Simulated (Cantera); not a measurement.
What does this Cantera script print?

```python
import numpy as np
import cantera as ct

gas_names = """
    CL CL2 H HCL H2 Si SiCL SiCL2 SiCL3 SiCL4 SiH SiHCL3 SiH2 SiH2CL2 SiH3 SiH3CL SiH4 Si2 Si3
""".split()
cond_names = """
    Si(cr) Si(L)
""".split()


# ... load() reads the species with a 1 bar reference pressure and builds the phases ...
atoms = {
    'Si': {'Si': 1},
    'Cl2': {'CL': 2},
    'H2': {'H': 2},
}
top_T = {}  # K; cautious upper limits of use, not melting points


# ... equilibrate(T, P, feed) seeds the gas with the atoms and calls Mixture.equilibrate('TP', solver="vcs", rtol=1e-11, max_steps=5000) ...
results = []
feed = {'Si': 1, 'Cl2': 0.55, 'H2': 3.3}  # mol
P = 25000  # Pa
for T in [798, 848, 898, 948, 998, 1048, 1098]:
    mix = equilibrate(T, P, feed)
    results.append((T, P, feed, dict(zip(mix.species_names, mix.species_moles))))

top = {s: max(r[3][s] / sum(r[3][g] for g in gas_names) for r in results) for s in gas_names}
cols = sorted((s for s in top if top[s] > 0.0001), key=lambda s: -top[s])[:9]
seen = [c for c in cond_names if any(r[3].get(c, 0) > 1e-12 for r in results)]
print("log10 of partial pressures in bar; condensed amounts in mol")
print(f"{'T/K':>10s}" + "".join(f"{s[:9]:>10s}" for s in cols + seen))
for T, P, feed, n in results:
    ng = sum(n[g] for g in gas_names)
    print(f"{T:10.4g}" + "".join(f"{np.log10(max(n[s] / ng * P / 1e5, 1e-99)):10.3f}" for s in cols)
          + "".join(f"{n.get(c, 0):10.4g}" for c in seen))
```

Result:

```
log10 of partial pressures in bar; condensed amounts in mol
       T/K        H2     SiCL4       HCL    SiHCL3     SiCL3     SiCL2   SiH2CL2    Si(cr)
       798    -0.641    -1.855    -3.389    -2.162    -5.019    -6.129    -3.564       0.7
       848    -0.642    -1.855    -3.115    -2.172    -4.614    -5.515    -3.546    0.7017
       898    -0.642    -1.857    -2.872    -2.183    -4.257    -4.971    -3.533    0.7041
       948    -0.644    -1.862    -2.657    -2.195    -3.940    -4.488    -3.523    0.7073
       998    -0.645    -1.871    -2.465    -2.210    -3.659    -4.056    -3.518    0.7116
      1048    -0.648    -1.886    -2.294    -2.230    -3.410    -3.671    -3.517     0.717
      1098    -0.651    -1.909    -2.142    -2.255    -3.191    -3.326    -3.523     0.723
```

These are equilibrium values from Cantera (NASA tables, ideal gas, pure condensed phases), not measurements of a reactor. The tables' values for SiCl3 are old estimates; treat these amounts as uncertain.
